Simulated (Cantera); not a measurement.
Charge: 1 mol AlN, 0.016 mol Cl2, equilibrated at 58.0 mbar.

Cantera equilibrium calculation (NASA polynomials, part measured and part estimated; ideal gas, pure solids and liquids). Candidate condensed phases: Al, AlCl3, AlN; 11 gas species. The tables' values for AlCl2 are old estimates; treat these amounts as uncertain. Equilibrium is a limit: real reactors are often held back by kinetics, nucleation or transport.

x: gas mole fraction; n: condensed amount in mol.

| T (K) | x AlCl3 | x N2 | x Al2Cl6 | x AlCl2 | x AlCl | n AlN(s) |
|---|---|---|---|---|---|---|
| 773 | 0.531 | 0.367 | 0.102 | 2.31e-9 | <1e-12 | 0.989 |
| 873 | 0.642 | 0.339 | 0.0182 | 1.17e-7 | 1.05e-11 | 0.989 |
| 973 | 0.662 | 0.335 | 0.00371 | 2.41e-6 | 1.53e-9 | 0.989 |
| 1073 | 0.665 | 0.334 | ___ | 2.75e-5 | ___ | 0.989 |
| 1173 | 0.666 | 0.333 | 0.000340 | 0.000205 | 2.40e-6 | 0.989 |
| 1273 | 0.665 | 0.333 | ___ | 0.00111 | ___ | 0.989 |
| 1373 | 0.662 | 0.333 | 6.44e-5 | 0.00462 | 0.000424 | 0.989 |
| 1473 | 0.648 | 0.333 | 3.24e-5 | 0.0157 | 0.00327 | 0.989 |

Problem. Complete the blanks.

Solution. 
- 1273, x Al2Cl6: 0.000139
- 1273, x AlCl: 3.93e-5
- 1073, x Al2Cl6: 0.00100
- 1073, x AlCl: 8.59e-8
